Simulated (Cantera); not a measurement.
**Pyrogenic steam for wet oxidation**

An isothermal, constant-pressure homogeneous reactor starts with H2 : O2 : N2 = 0.49 : 1 : 1.1 (molar parts), at 1350 K and 0.908 atm.

Detailed kinetics in Cantera: the H2/O2 subset of GRI-Mech 3.0, which has no nitrogen chemistry. The temperature is held fixed by assumption; the heat of reaction is taken as removed at once.

```
t (s)        x H2   x O2  x H2O   x H2O2       x H      x OH
--------  -------  -----  -----  -------  --------  --------
0.000300  3.42e-5  0.322  0.209  6.86e-7   1.90e-6  0.000440
0.000668  7.14e-6  0.322  0.209  2.87e-7   2.86e-7  0.000239
0.00149   1.87e-6  0.322  0.209  1.24e-7   5.61e-8  0.000140
0.00332   6.25e-7  0.322  0.209  5.57e-8   1.33e-8   8.65e-5
0.00739   2.49e-7  0.322  0.209  2.62e-8   3.73e-9   5.61e-5
0.0165    1.22e-7  0.322  0.209  1.40e-8   1.35e-9   3.91e-5
0.0367    8.47e-8  0.322  0.209  9.74e-9  7.85e-10   3.17e-5
0.0818    7.90e-8  0.322  0.209  9.04e-9  7.04e-10   3.02e-5
0.182     7.89e-8  0.322  0.209  9.02e-9  7.03e-10   3.02e-5
0.406     7.89e-8  0.322  0.209  9.02e-9  7.03e-10   3.02e-5
0.904     7.89e-8  0.322  0.209  9.02e-9  7.03e-10   3.02e-5
2.01      7.89e-8  0.322  0.209  9.02e-9  7.03e-10   3.02e-5
4.49      7.89e-8  0.322  0.209  9.02e-9  7.03e-10   3.02e-5
10.0      7.89e-8  0.322  0.209  9.02e-9  7.03e-10   3.02e-5
```
x: mole fraction; the columns are a selection and need not sum to one.

Equilibrium at this temperature and pressure: H2 7.89e-8, O2 0.322, H2O 0.209, H2O2 9.02e-9, H 7.03e-10, OH 3.02e-5 (gas phase only).
